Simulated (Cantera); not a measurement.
Cantera run:

```python
import numpy as np
import cantera as ct

gas_names = """
    H HNO HNO2 HNO3 HO2 H2 H2O H2O2 N NH NH2 NH3 NH2OH NO NO2 NO3 N2 N2H2 N2H4 N2O O OH O2 O3 Si SiH
    SiH2 SiH3 SiH4 SiN SiO SiO2 Si2 Si2N Si3
""".split()
cond_names = """
    H2O(s) H2O(L) Si(cr) Si(L) SiO2(Lqz) SiO2(hqz) SiO2(L) Si2N2O(s) Si3N4(a)
""".split()


# ... load() reads the species with a 1 bar reference pressure and builds the phases ...
atoms = {
    'Si2H6': {'Si': 2, 'H': 6},
    'O2': {'O': 2},
    'N2': {'N': 2},
    'H2O': {'H': 2, 'O': 1},
}
top_T = {'Si2N2O(s)': 2100, 'Si3N4(a)': 2400}  # K; cautious upper limits of use, not melting points


# ... equilibrate(T, P, feed) seeds the gas with the atoms and calls Mixture.equilibrate('TP', solver="vcs", rtol=1e-11, max_steps=5000) ...
results = []
T = 1573  # K
P = 31  # Pa
for m in [2.5, 3.3, 4.3, 5.6, 7.3, 9.6, 13]:
    feed = {'Si2H6': 1, 'O2': m, 'N2': 1.4, 'H2O': 3.8}  # mol
    mix = equilibrate(T, P, feed)
    results.append((T, P, feed, dict(zip(mix.species_names, mix.species_moles))))

top = {s: max(r[3][s] / sum(r[3][g] for g in gas_names) for r in results) for s in gas_names}
cols = sorted((s for s in top if top[s] > 1e-06), key=lambda s: -top[s])[:6]
seen = [c for c in cond_names if any(r[3].get(c, 0) > 1e-12 for r in results)]
print("log10 of partial pressures in bar; condensed amounts in mol")
print(f"{'n(O2)':>10s}" + "".join(f"{s[:9]:>10s}" for s in cols + seen))
for T, P, feed, n in results:
    ng = sum(n[g] for g in gas_names)
    print(f"{feed['O2']:10.4g}" + "".join(f"{np.log10(max(n[s] / ng * P / 1e5, 1e-99)):10.3f}" for s in cols)
          + "".join(f"{n.get(c, 0):10.4g}" for c in seen))
```

Result:

```
log10 of partial pressures in bar; condensed amounts in mol
     n(O2)       H2O        O2        H2        N2        OH         H SiO2(hqz)
       2.5    -3.742    -9.875    -4.123    -4.277    -7.513    -6.452         2
       3.3    -3.617    -8.228    -4.821    -4.277    -7.039    -6.801         2
       4.3    -3.632    -4.563    -6.669    -4.318    -6.131    -7.725         2
       5.6    -3.691    -4.202    -6.908    -4.377    -6.070    -7.845         2
       7.3    -3.757    -4.010    -7.071    -4.444    -6.055    -7.926         2
       9.6    -3.833    -3.880    -7.212    -4.520    -6.061    -7.997         2
        13    -3.926    -3.780    -7.355    -4.613    -6.082    -8.068         2
```

These are equilibrium values from Cantera (NASA tables, ideal gas, pure condensed phases), not measurements of a reactor. The feed counts by its element totals alone. The tables hold silica as quartz up to 1696 K and as liquid above; real silica turns to tridymite and cristobalite and melts near 1996 K.
